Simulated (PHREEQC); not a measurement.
A solution holds 0.16 mol/kgw H3PO4 and 0.00016 mol/kgw HNO3, at 61 °C. Closed to the air; pH follows from the charge balance.

All values are PHREEQC results (ion-association model, phreeqc.dat), not measurements.

```
Property                      Result
--------------------  --------------
pH                              1.60
ionic strength        0.0289 mol/kgw
specific conductance     19000 µS/cm
total alkalinity         -160 meq/kg
```

```tsv
species	molality	activity	log γ
H3PO4	0.131	0.132	0.003
H+	0.0289	0.0251	-0.062
H2PO4-	0.0287	0.0244	-0.071
NO3-	0.000160	0.000133	-0.079
HPO4-2	1.41e-7	7.23e-8	-0.290
```

This is a speciation only: nothing precipitates in the calculation. Complexes and solids missing from the database can't appear. Away from 25 °C the constants follow the database's enthalpies or fits; those with neither stay at their 25 °C values.
